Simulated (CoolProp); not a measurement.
o-xylene at 581.34 K and 1.35 MPa flows at 1.5 m/s in a round tube of 1 mm bore and 15 µm roughness, fully developed (64/Re and Nu = 3.66 if laminar; Colebrook and Gnielinski if turbulent). Each further row changes one setting.

Computed with CoolProp (reference Helmholtz-energy equation of state, Zhou 2012).

| case | Reynolds number | Darcy friction factor | pressure drop (Pa/m) | heat-transfer coefficient (W/(m² K)) | mass flow (kg/h) |
|---|---|---|---|---|---|
| as stated | 4260 | 0.0527 | 2220 | 823 | 0.159 |
| velocity 3 m/s | 8520 | 0.0486 | 8180 | 1740 | 0.317 |
| diameter 2 mm | 8520 | 0.0413 | 870 | 729 | 0.635 |

Viscosity comes from a separate model (Cao 2016). Thermal conductivity comes from a separate model (Mylona 2014).
